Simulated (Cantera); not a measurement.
Charge: 1 mol SiCl4, a varied amount of NH3, at 53.0 Pa.

Equilibrium computed with Cantera from the NASA thermochemical tables; the gas is ideal and each condensed phase is pure. Candidate condensed phases: NH4Cl, Si, Si3N4; 28 gas species. The tables' values for SiCl3 are old estimates. Rates play no part.

Stable condensed phases, one row left out:

```
T in K \ n(NH3) in mol
         2.9 3.7 4.6 5.8 7.4 9.3  12  15  19  24  30  38  48
   1625    A   A   A   A   A   A   B   B   B   B   B   B   B
   1600    A   A   A   A   A   A   B   B   B   B   B   B   B
   1575    A   A   A   A   A   A   B   B   B   B   B   B   B
   1525    A   A   A   A   C   C   C   C   C   C   C   C   C
   1500    A   A   A   C   C   C   C   C   C   C   C   C   C
   1475    A   A   C   C   C   C   C   C   C   C   C   C   C
   1450    A   C   C   C   C   C   C   C   C   C   C   C   C
   1425    C   C   C   C   C   C   C   C   C   C   C   C   C
   1400    C   C   C   C   C   C   C   C   C   C   C   C   C
   1375    C   C   C   C   C   C   C   C   C   C   C   C   C
   1350    C   C   C   C   C   C   C   C   C   C   C   C   C
   1325    C   C   C   C   C   C   C   C   C   C   C   C   C
   1300    C   C   C   C   C   C   C   C   C   C   C   C   C
```

A: gas only; B: Si; C: Si3N4.

Give the row for 1550 K.

2.9: gas only; 3.7: gas only; 4.6: gas only; 5.8: gas only; 7.4: gas only; 9.3: gas only; 12: Si; 15: Si3N4; 19: Si3N4; 24: Si3N4; 30: Si3N4; 38: Si3N4; 48: Si3N4.
